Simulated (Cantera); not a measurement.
A closed system holds: 1 mol SiH4, 4.7 mol HCl, 37 mol N2, equilibrated at 13.0 mbar.

These are equilibrium values from Cantera (NASA tables, ideal gas, pure condensed phases), not measurements of a reactor. Candidate condensed phases: NH4Cl, Si, Si3N4; 28 gas species. N2 is the only nitrogen source here; it is nearly inert below about 1500 K, so the nitride shown seldom forms there in practice. The numbers say what is thermodynamically allowed, not how fast it happens.

Over these rows the condensed part is Si3N4(s). Partial pressures as log10 of bar:

```csv
T (K),1000/T (1/K),log p SiCl2,log p N2,log p HCl,log p H2
925,1.0811,-9.43,-1.96,-2.90,-3.16
975,1.0256,-8.64,-1.96,-2.90,-3.17
1025,0.9756,-7.93,-1.96,-2.89,-3.17
1075,0.9302,-7.28,-1.96,-2.89,-3.18
1125,0.8889,-6.70,-1.96,-2.88,-3.18
1175,0.8511,?,-1.96,-2.88,-3.18
```

Fit log p(SiCl2) = a + b·(1000/T) to the five rows, give the apparent enthalpy, and predict the row at 1175 K.

Means: 1000/T = 0.9803, log p = -7.996. Sxy = -0.328357, Sxx = 0.0230988, so b = -14.22 and a = -7.996 − (-14.22)×0.9803 = 5.94.
Apparent enthalpy: −19.145 × (-14.22) = 272 kJ/mol. With the condensed phases at unit activity, 1/3 Si3N4(s) + 2 HCl(g) = SiCl2(g) + 2/3 N2(g) + H2(g) links this pressure to the main gases: over the six rows their terms move log p by +0.06 in all, so the slope is close to that reaction's ΔH°. The five rows lie within 0.01 of the line.
Prediction at 1175 K: 5.94 + (-14.22)×0.8511 = -6.16. The computed value is -6.17, 0.01 from the line.
